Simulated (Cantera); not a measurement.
What does this Cantera script print?

```python
import numpy as np
import cantera as ct

gas_names = """
    C CO CO2 C2 C2O C3 C3O2 C4 C5 Cu CuO Cu2 O O2 O3
""".split()
cond_names = """
    C(gr) Cu(cr) Cu(L) CuO(s) Cu2O(s) Cu2O(L)
""".split()


# ... load() reads the species with a 1 bar reference pressure and builds the phases ...
atoms = {
    'CuO': {'Cu': 1, 'O': 1},
    'CO': {'C': 1, 'O': 1},
}
top_T = {'C(gr)': 4500, 'CuO(s)': 1390}  # K; cautious upper limits of use, not melting points


# ... equilibrate(T, P, feed) seeds the gas with the atoms and calls Mixture.equilibrate('TP', solver="vcs", rtol=1e-11, max_steps=5000) ...
results = []
feed = {'CuO': 1, 'CO': 0.97}  # mol
P = 40  # Pa
for T in [1875, 1950, 2025, 2100, 2175, 2250, 2325]:
    mix = equilibrate(T, P, feed)
    results.append((T, P, feed, dict(zip(mix.species_names, mix.species_moles))))

top = {s: max(r[3][s] / sum(r[3][g] for g in gas_names) for r in results) for s in gas_names}
cols = sorted((s for s in top if top[s] > 0.001), key=lambda s: -top[s])[:5]
seen = [c for c in cond_names if any(r[3].get(c, 0) > 1e-12 for r in results)]
print("log10 of partial pressures in bar; condensed amounts in mol")
print(f"{'T/K':>10s}" + "".join(f"{s[:9]:>10s}" for s in cols + seen))
for T, P, feed, n in results:
    ng = sum(n[g] for g in gas_names)
    print(f"{T:10.4g}" + "".join(f"{np.log10(max(n[s] / ng * P / 1e5, 1e-99)):10.3f}" for s in cols)
          + "".join(f"{n.get(c, 0):10.4g}" for c in seen))
```

Result:

```
log10 of partial pressures in bar; condensed amounts in mol
       T/K        Cu       CO2        CO        O2         O
      1875    -3.708    -3.770    -4.686    -4.894    -6.066
      1950    -3.715    -3.808    -4.498    -4.750    -5.720
      2025    -3.724    -3.862    -4.339    -4.624    -5.404
      2100    -3.736    -3.935    -4.206    -4.523    -5.118
      2175    -3.750    -4.030    -4.100    -4.450    -4.863
      2250    -3.766    -4.150    -4.019    -4.410    -4.638
      2325    -3.783    -4.297    -3.961    -4.407    -4.445
```

Cantera equilibrium calculation (NASA polynomials, part measured and part estimated; ideal gas, pure solids and liquids).
